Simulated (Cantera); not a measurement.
Charge: 1 mol CH3SiH3, 0.024 mol C2H4, 1.6 mol H2, held at 0.0133 bar.

Equilibrium computed with Cantera from the NASA thermochemical tables; the gas is ideal and each condensed phase is pure. Candidate condensed phases: C, C6H6, C7H8, C8H18, Si, SiC; 87 gas species. The feed counts by its element totals alone. Kinetics and transport are ignored.

Problem. At 1825 K, list the 3 most abundant gas species with their mole fractions, and the condensed phases.

Solution. H2 0.996, H 0.00381, C2H2 (acetylene) 0.000214. Condensed: C(graphite) + SiC(s).
